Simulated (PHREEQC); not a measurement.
A solution holds 4.1 mmol/kgw CaBr2, 7.4 mmol/kgw CdCl2 and 11 mmol/kgw MgSO4, at 82 °C. Closed to the air; pH follows from the charge balance.

All values are PHREEQC results (ion-association model, phreeqc.dat), not measurements.

This is a speciation only: nothing precipitates in the calculation.

Order these Cl species by the share of Cl that they hold, largest first: CdCl2, CdCl+, Cl-.

Cl- (86 %), CdCl+ (13 %), CdCl2 (1.0 %)

The pH is 5.72 and the ionic strength 0.0466 mol/kgw. Constants without temperature data keep their 25 °C values here.
